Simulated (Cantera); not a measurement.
# SiH₄ + N₂ (silicon epitaxy and polysilicon growth)

Charge: 1 mol SiH₄, 4 mol N₂, held at 750 Pa.

Equilibrium computed with Cantera from the NASA thermochemical tables; the gas is ideal and each condensed phase is pure. Candidate condensed phases: Si, Si₃N₄; 18 gas species. N₂ is the only nitrogen source here; it is nearly inert below about 1500 K, so the nitride shown seldom forms there in practice. The tables' values for SiN are old estimates; treat these amounts as uncertain. Gases not in the tables: Si₂H₆ and higher silanes. The numbers say what is thermodynamically allowed, not how fast it happens.

```
T (K)  log p N₂  log p H₂  log p H  log p Si  log p SiH  log p Si₂N  log p SiN  log p SiH₂  n Si₃N₄(s)  n Si(l)
-----  --------  --------  -------  --------  ---------  ----------  ---------  ----------  ----------  -------
1223      -2.33     -2.55    -7.80      <-14       <-14        <-14       <-14      -13.55       0.333        0
1273      -2.33     -2.55    -7.42    -13.60     -13.89        <-14       <-14      -12.73       0.333        0
1323      -2.33     -2.55    -7.08    -12.53     -12.94        <-14     -13.21      -11.98       0.333        0
1373      -2.33     -2.55    -6.75    -11.53     -12.05        <-14     -12.33      -11.27       0.333        0
1423      -2.33     -2.55    -6.45    -10.61     -11.23      -13.17     -11.51      -10.62       0.333        0
1473      -2.33     -2.55    -6.17     -9.75     -10.47      -12.08     -10.75      -10.02       0.333        0
1523      -2.33     -2.55    -5.91     -8.95      -9.75      -11.06     -10.04       -9.45       0.333        0
1573      -2.33     -2.55    -5.67     -8.19      -9.09      -10.10      -9.38       -8.92       0.333        0
1623      -2.33     -2.55    -5.44     -7.49      -8.46       -9.20      -8.76       -8.42       0.333        0
1673      -2.33     -2.55    -5.22     -6.83      -7.88       -8.36      -8.17       -7.96       0.333        0
1723      -2.33     -2.55    -5.02     -6.21      -7.32       -7.57      -7.62       -7.52       0.333        0
1773      -2.30     -2.60    -4.85     -5.67      -6.88       -6.92      -7.14       -7.21           0    0.998
1823      -2.30     -2.60    -4.67     -5.35      -6.63       -6.69      -6.89       -7.06           0    0.996
```
log p: log10 of the partial pressure in bar; n: condensed amount in mol.

From 1223 K to 1723 K the condensed part is Si₃N₄(s). From 1773 K to 1823 K the condensed part is Si(l).
